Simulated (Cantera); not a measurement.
Ignition delay

Mixture: 5.34 % CH4, 18.8 % O2, 70.6 % N2, 5.34 % CO2, at 1.40 bar, adiabatic and at constant pressure. Ignition delay is the time to a rise of 400 K.

Computed with Cantera and GRI-Mech 3.0 (53 species, 325 reactions).

| T0 (K) | delay (ms) |
|---|---|
| 1200 | 27.7 |
| 1250 | 14.0 |
| 1300 | 7.34 |
| 1350 | 3.99 |
| 1400 | 2.25 |
| 1450 | 1.32 |
| 1500 | 0.803 |

The apparent activation energy between 1400 and 1500 K comes out as 180 kJ/mol.
